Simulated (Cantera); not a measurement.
## Al + H2O + O2 + I2 (chemical vapour transport)

Charge: 1 mol Al, 0.32 mol H2O, 0.083 mol O2, 0.011 mol I2, at 0.133 bar.

Equilibrium computed with Cantera from the NASA thermochemical tables; the gas is ideal and each condensed phase is pure. Candidate condensed phases: Al, AlI3, Al2O3, H2O, I2; 25 gas species. Mutual solubility and eutectic melting of coexisting phases are not modelled. Rates play no part.

```
T (°C)   x H2    x AlI   x AlI3      x HI      x I  x Al2I6  n Al(s)  n Al2O3(s)  n Al(l)
------  -----  -------  -------  --------  -------  -------  -------  ----------  -------
575     0.977  0.00151   0.0219   2.01e-5  9.50e-8  4.76e-6    0.668       0.162        0
625     0.975  0.00409   0.0210   4.02e-5  3.67e-7  2.10e-6    0.668       0.162        0
675     0.971  0.00957   0.0190   7.38e-5  1.22e-6  9.03e-7        0       0.162    0.667
725     0.965   0.0191   0.0157  0.000125  3.52e-6  3.43e-7        0       0.162    0.664
775     0.956   0.0334   0.0107  0.000187  8.58e-6  9.51e-8        0       0.162    0.661
825     0.946   0.0489  0.00529  0.000240  1.71e-5  1.45e-8        0       0.162    0.658
875     0.939   0.0591  0.00173  0.000258  2.76e-5  1.02e-9        0       0.162    0.655
```
x: gas mole fraction; n: condensed amount in mol.

From 575 °C to 625 °C the condensed part is Al(s) + Al2O3(s). From 675 °C to 875 °C the condensed part is Al(l) + Al2O3(s). The main Al-bearing gas is AlI3 at 575 °C and AlI at 875 °C.
